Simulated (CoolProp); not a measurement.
Properties of R11 along the isobar 101 kPa (Tc = 471.1 K, pc = 4408 kPa, ω = 0.189).

Values from CoolProp's reference Helmholtz-energy equation of state, Jacobsen 1992.

```json
[
 {"T (K)": "208.6", "phase": "liquid", "cv (kJ/(kg K))": "0.5611", "Joule-Thomson coefficient (K/MPa)": "-0.5401", "fugacity coefficient": "0.008897"},
 {"T (K)": "219.9", "phase": "liquid", "cv (kJ/(kg K))": "0.5664", "Joule-Thomson coefficient (K/MPa)": "-0.5279", "fugacity coefficient": "0.02090"},
 {"T (K)": "231.3", "phase": "liquid", "cv (kJ/(kg K))": "(withheld)", "Joule-Thomson coefficient (K/MPa)": "-0.5150", "fugacity coefficient": "0.04484"},
 {"T (K)": "242.6", "phase": "liquid", "cv (kJ/(kg K))": "0.5760", "Joule-Thomson coefficient (K/MPa)": "-0.5011", "fugacity coefficient": "0.08794"},
 {"T (K)": "253.9", "phase": "liquid", "cv (kJ/(kg K))": "0.5805", "Joule-Thomson coefficient (K/MPa)": "-0.4854", "fugacity coefficient": "(withheld)"},
 {"T (K)": "265.3", "phase": "liquid", "cv (kJ/(kg K))": "0.5849", "Joule-Thomson coefficient (K/MPa)": "-0.4674", "fugacity coefficient": "(withheld)"},
 {"T (K)": "276.6", "phase": "liquid", "cv (kJ/(kg K))": "(withheld)", "Joule-Thomson coefficient (K/MPa)": "-0.4469", "fugacity coefficient": "(withheld)"},
 {"T (K)": "287.9", "phase": "liquid", "cv (kJ/(kg K))": "0.5936", "Joule-Thomson coefficient (K/MPa)": "-0.4232", "fugacity coefficient": "0.7027"},
 {"T (K)": "299.3", "phase": "gas", "cv (kJ/(kg K))": "0.5337", "Joule-Thomson coefficient (K/MPa)": "41.59", "fugacity coefficient": "0.9665"},
 {"T (K)": "310.6", "phase": "gas", "cv (kJ/(kg K))": "0.5368", "Joule-Thomson coefficient (K/MPa)": "35.13", "fugacity coefficient": "0.9707"},
 {"T (K)": "321.9", "phase": "gas", "cv (kJ/(kg K))": "0.5412", "Joule-Thomson coefficient (K/MPa)": "30.24", "fugacity coefficient": "0.9742"},
 {"T (K)": "333.3", "phase": "gas", "cv (kJ/(kg K))": "(withheld)", "Joule-Thomson coefficient (K/MPa)": "26.45", "fugacity coefficient": "0.9770"},
 {"T (K)": "344.6", "phase": "gas", "cv (kJ/(kg K))": "(withheld)", "Joule-Thomson coefficient (K/MPa)": "23.52", "fugacity coefficient": "0.9794"}
]
```

Question: Fill in the missing entries.

Answer: 
- 231.3, cv (kJ/(kg K)): 0.5714
- 253.9, fugacity coefficient: 0.1607
- 265.3, fugacity coefficient: 0.2774
- 276.6, cv (kJ/(kg K)): 0.5892
- 276.6, fugacity coefficient: 0.4519
- 333.3, cv (kJ/(kg K)): 0.5466
- 344.6, cv (kJ/(kg K)): 0.5523
